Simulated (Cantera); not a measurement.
An isothermal, constant-pressure homogeneous reactor starts with NH₃ : H₂ : N₂ = 1 : 0.58 : 0.087 (molar parts), at 2400 K and 75000 Pa.

Model: the gas-phase N/H chemistry of the illustrative SiF4/NH3 mechanism in the Surface Chemkin manual (1991), integrated in Cantera. Walls and surfaces, which speed up NH3 decomposition in real reactors, are not modelled.

x: mole fraction; the columns are a selection and need not sum to one.

```tsv
t (s)	x NH₃	x H₂	x N₂H₄	x H	x NH₂
4.00e-5	0.580	0.359	4.50e-7	0.000847	0.00436
0.000123	0.538	0.389	4.03e-7	0.000937	0.00412
0.000380	0.430	0.467	2.90e-7	0.00119	(withheld)
0.00117	0.234	0.609	1.22e-7	0.00184	(withheld)
0.00360	0.0461	0.743	1.36e-8	0.00379	(withheld)
0.0111	0.000305	0.766	8.90e-12	0.0151	(withheld)
0.0342	2.53e-5	0.765	<1e-12	0.0162	(withheld)
0.105	6.88e-6	0.766	<1e-12	0.0162	(withheld)
0.325	3.10e-6	0.766	<1e-12	0.0162	(withheld)
1.00	2.73e-6	0.766	<1e-12	0.0162	(withheld)
```

Q: Fill in the missing entries.

A: 
- 0.000380, x NH₂: 0.00350
- 0.00117, x NH₂: 0.00227
- 0.00360, x NH₂: 0.000758
- 0.0111, x NH₂: 1.94e-5
- 0.0342, x NH₂: 1.73e-6
- 0.105, x NH₂: 4.71e-7
- 0.325, x NH₂: 2.12e-7
- 1.00, x NH₂: 1.87e-7
